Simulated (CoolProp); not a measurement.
Vapour pressure (kPa) of tetrahydrofuran: the reference equation beside estimates from Tc = 540.2 K, pc = 5304 kPa, ω = 0.234.

Computed with CoolProp (reference Helmholtz-energy equation of state, Fiedler 2023).

```tsv
T (K)	reference	Lee-Kesler	van der Waals	Redlich-Kwong
404.6	574.7	580.0	1488	800.6
411.9	671.3	678.7	1622	917.7
419.3	781.0	790.9	1766	1048
426.7	903.7	916.3	1917	1191
434	1038	1054	?	1344
441.4	1189	1208	2241	1513
448.7	1354	1375	2414	1694
456.1	1537	1562	2597	1891
463.5	1738	1767	2789	2104
470.8	?	1988	?	2328
```

Task: Complete the blanks.

Result: 
- 434, van der Waals: 2074
- 470.8, reference: 1955
- 470.8, van der Waals: 2987

Absolute difference from the reference over all 10 rows, mean and median: Lee-Kesler 1.4 and 1.5 %, van der Waals 98.8 and 94.1 %, Redlich-Kwong 28.7 and 28.4 %.
